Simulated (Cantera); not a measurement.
## Reactions in the system Cl-H-Li

Cantera with NASA thermochemical tables; ideal gases at 1 bar, condensed phases pure. Values are per mole of reaction as written; species without (g) are pure solids or liquids, kept so even where they would boil at 1 bar.

H(g) + LiCl(g) ⇌ HCl(g) + Li

| T (K) | ΔH° (kJ) | ΔS° (J/K) | ΔG° (kJ) | log10 K |
|---|---|---|---|---|
| 850 | -110.6 | -103.3 | -22.8 | 1.40 |
| 925 | -110.5 | -103.1 | -15.1 | 0.85 |
| 1000 | -110.3 | -103.0 | -7.3 | 0.38 |
| 1075 | -110.1 | -102.8 | 0.4 | -0.02 |
| 1150 | -109.9 | -102.6 | 8.1 | -0.37 |
| 1225 | -109.7 | -102.4 | 15.8 | -0.67 |
| 1300 | -109.5 | -102.2 | 23.4 | -0.94 |
| 1375 | -109.2 | -102.0 | 31.1 | -1.18 |
| 1450 | -108.9 | -101.8 | 38.7 | -1.40 |
| 1525 | -108.5 | -101.6 | 46.4 | -1.59 |
